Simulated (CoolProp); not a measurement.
Vapour-liquid equilibrium of n-butane (1) + cis-2-butene (2) at -76.85 °C; x and y are mole fractions of (1).

Computed with CoolProp (multi-fluid Helmholtz-energy mixture model, Bücker 2006 and Lemmon 2005; pair parameters Bell 2016).

```tsv
x	bubble pressure (bar)	y at the bubble point	dew pressure at overall composition x (bar)	liquid density (mol/L)
0.05	0.01041	0.083	0.01026	12.86
0.15	0.01105	0.223	0.01071	12.72
0.25	0.01160	0.341	0.01118	12.59
0.35	0.01209	0.445	0.01165	12.45
0.45	0.01252	0.540	0.01211	12.32
0.55	0.01292	0.629	0.01257	12.20
0.65	0.01329	0.715	0.01301	12.07
0.75	0.01364	0.798	0.01344	11.95
0.85	0.01398	0.880	0.01385	11.83
0.95	0.01430	0.961	0.01425	11.71
```

No azeotrope shows between x = 0.05 and 0.95.

The pair parameters rest on a limited set of measurements; away from them the model extrapolates.
